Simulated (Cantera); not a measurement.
**Gas-phase reforming**

An isothermal, constant-pressure homogeneous reactor starts with CH₄ : H₂O : H₂ = 1 : 0.7 : 0.17 (molar parts), at 2150 K and 630 Torr.

Detailed kinetics in Cantera: GRI-Mech 3.0 (53 species, 325 reactions). GRI-Mech 3.0 stops at C3 and has no aromatics, soot or wall deposition, so with more carbon than oxygen in the feed, carbon stays in small species such as C2H2 where larger ones or solid carbon would form.

```csv
t (s),x CH₄,x H₂O,x H₂,x O,x CH₂CO
5.00e-5,0.139,0.274,0.444,3.04e-7,0.000178
0.000150,0.0538,0.240,0.539,2.58e-7,0.000202
0.000451,0.0210,0.206,0.590,2.56e-7,0.000175
0.00136,0.0134,0.152,0.636,2.12e-7,0.000109
0.00408,0.00920,0.0836,0.690,1.30e-7,4.33e-5
0.0122,0.00491,0.0285,0.734,4.97e-8,1.04e-5
0.0368,0.00185,0.00353,0.754,6.56e-9,1.27e-6
0.111,0.000764,1.97e-5,0.758,3.80e-11,1.44e-7
0.332,0.000749,1.56e-6,0.758,4.01e-12,1.37e-7
0.998,0.000749,1.56e-6,0.758,4.01e-12,1.37e-7
3.00,0.000749,1.56e-6,0.758,4.01e-12,1.37e-7
```
x: mole fraction; the columns are a selection and need not sum to one.

Equilibrium at this temperature and pressure: CH₄ 0.000750, H₂O 1.56e-6, H₂ 0.758, O 4.02e-12, CH₂CO 1.37e-7 (gas phase only).
